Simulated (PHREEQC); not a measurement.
Dissolve 0.021 mol Na2HAsO4 and 0.00034 mol K2SiO3 per kg of water at 50 °C. Closed to the air; pH follows from the charge balance.

Equilibrium calculation in PHREEQC: ion-association model, wateq4f.dat.

No solid was allowed to form.

### Question
What pH, ionic strength does the model give?

### Answer
pH 9.28; ionic strength 0.0646 mol/kgw.

### Question
In which forms is Si present?

### Answer
H4SiO4 57 %, H3SiO4- 43 % of the Si.

At this temperature some constants are extrapolated from 25 °C, and those without enthalpy data are left unchanged.
